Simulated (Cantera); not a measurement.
**Adiabatic ignition**

An adiabatic, constant-pressure homogeneous reactor starts with 25.2 % CH3OH, 15.7 % O2, 59.1 % N2, equivalence ratio 2.4, at 1125 K and 500000 Pa.

Cantera simulation using GRI-Mech 3.0 (53 species, 325 reactions); the numbers are that mechanism's predictions, not measurements. GRI-Mech 3.0 was tuned for natural gas; its chemistry of methanol as a main component is partial and can be far from experiment.

```csv
t (s),T (K),x CH3OH,x O2,x CH4,x C2H,x H2,x H
2.00e-6,1125,0.252,0.157,5.37e-10,<1e-12,4.93e-9,3.19e-11
6.65e-6,1125,0.252,0.157,4.34e-9,<1e-12,1.75e-8,3.34e-11
2.21e-5,1125,0.252,0.157,2.34e-8,<1e-12,6.09e-8,3.42e-11
7.37e-5,1125,0.252,0.157,9.03e-8,<1e-12,2.07e-7,3.46e-11
0.000245,1125,0.252,0.157,3.12e-7,<1e-12,7.10e-7,3.66e-11
0.000816,1125,0.252,0.157,1.04e-6,<1e-12,2.76e-6,5.30e-11
0.00271,1125,0.251,0.157,3.37e-6,<1e-12,2.14e-5,2.17e-10
0.00903,2154,6.80e-12,1.94e-7,9.62e-9,<1e-12,0.174,0.000814
0.0301,2154,3.93e-12,1.93e-7,1.69e-9,<1e-12,0.174,0.000813
0.100,2154,3.93e-12,1.93e-7,1.69e-9,<1e-12,0.174,0.000813
```
x: mole fraction; the columns are a selection and need not sum to one.

```json
{
  "time_of_steepest_temperature_rise": "7.92 ms",
  "temperature at 0.100 s": "2154 K",
  "equilibrium_temperature": "2154 K",
  "x(CH3OH) at 0.100 s": "3.93e-12 (gas-phase equilibrium 4.01e-12)",
  "x(O2) at 0.100 s": "1.93e-7 (gas-phase equilibrium 1.93e-7)",
  "x(CH4) at 0.100 s": "1.69e-9 (gas-phase equilibrium 1.91e-9)"
}
```
